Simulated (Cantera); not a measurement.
A closed system holds: 1 mol Si3H8, 42 mol H2, equilibrated at 1698 K and 1.33 mbar.

Equilibrium computed with Cantera from the NASA thermochemical tables; the gas is ideal and each condensed phase is pure. Candidate condensed phases: Si; 9 gas species. The feed counts by its element totals alone. Gases not in the tables: Si2H6 and higher silanes. Rates play no part.

Base state: H2 0.996, H 0.00395, Si 0.000493, SiH 2.79e-5, SiH2 1.39e-5 (mole fractions); condensed: Si(l).

Question: What changes in the equilibrium state with this change: temperature from 1698 K to 1250 K?

Answer: 
```
species       before    after
----------  --------  -------
H2             0.996    1.000
H            0.00395  1.32e-5
SiH2         1.39e-5  3.13e-8
Si          0.000493  6.23e-9
SiH          2.79e-5  2.51e-9
Si(l), mol      2.98        0
Si(s), mol         0     3.00
```
